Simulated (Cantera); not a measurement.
A closed system holds: 1 mol SiF₄, 0.15 mol NO, 1.2 mol H₂, 16 mol H₂O, at 8.30 Pa.

Method: chemical equilibrium by Gibbs-energy minimisation in Cantera with the NASA 1993 tables (ideal gas, pure condensed phases). Candidate condensed phases: H₂O, Si, SiO₂, Si₂N₂O, Si₃N₄; 58 gas species. The tables hold silica as quartz up to 1696 K and as liquid above; real silica turns to tridymite and cristobalite and melts near 1996 K. Kinetics and transport are ignored. All values below are at 1498 K.

Base state: H₂O 0.734, HF 0.207, H₂ 0.0543, N₂ 0.00389, H 0.000440, OH 0.000168 (mole fractions); condensed: SiO₂(β-quartz).

**Question.** What changes in the equilibrium state with this change: H₂ from 1.2 to 19 mol?

**Answer.** 
| species | before | after |
|---|---|---|
| H₂ | 0.0543 | 0.507 |
| H₂O | 0.734 | 0.381 |
| HF | 0.207 | 0.108 |
| SiO | 1.44e-6 | 2.59e-5 |
| OH | 0.000168 | 2.86e-5 |
| H | 0.000440 | 0.00134 |
| N₂ | 0.00389 | 0.00202 |
| SiO₂(β-quartz), mol | 1.000 | 0.999 |
